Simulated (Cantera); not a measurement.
Input: 1 mol Si3N4, a varied amount of HCl, equilibrated at 827 °C and 4.90 mbar.

Method: chemical equilibrium by Gibbs-energy minimisation in Cantera with the NASA 1993 tables (ideal gas, pure condensed phases). Candidate condensed phases: NH4Cl, Si, Si3N4; 28 gas species. Kinetics and transport are ignored.

### Question
Which condensed phases are stable at each of these points (n(HCl) (mol)): 4.4, 8, 12, 15, 19, 22, 26?

### Answer
```json
[
 {"n(HCl) (mol)": "4.4", "condensed phases": "Si3N4(s)", "Si condensed (%)": "80.5"},
 {"n(HCl) (mol)": "8", "condensed phases": "Si3N4(s)", "Si condensed (%)": "64.6"},
 {"n(HCl) (mol)": "12", "condensed phases": "Si3N4(s)", "Si condensed (%)": "46.9"},
 {"n(HCl) (mol)": "15", "condensed phases": "Si3N4(s)", "Si condensed (%)": "33.6"},
 {"n(HCl) (mol)": "19", "condensed phases": "Si3N4(s)", "Si condensed (%)": "15.9"},
 {"n(HCl) (mol)": "22", "condensed phases": "Si3N4(s)", "Si condensed (%)": "2.6"},
 {"n(HCl) (mol)": "26", "condensed phases": "gas only", "Si condensed (%)": "0.0"}
]
```

From 4.4 mol HCl to 22 mol HCl the condensed part is Si3N4(s). At 26 mol HCl nothing is condensed.
